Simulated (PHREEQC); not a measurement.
Solution (25 °C): 0.14 mol/kgw NaCl. Closed to the air; pH follows from the charge balance.

Model: ion-association model, phreeqc.dat, run in PHREEQC.

No solid was allowed to form.

Task: Predict the specific conductance, density.

Result: specific conductance 14400 µS/cm; density 1.003 g/cm³.
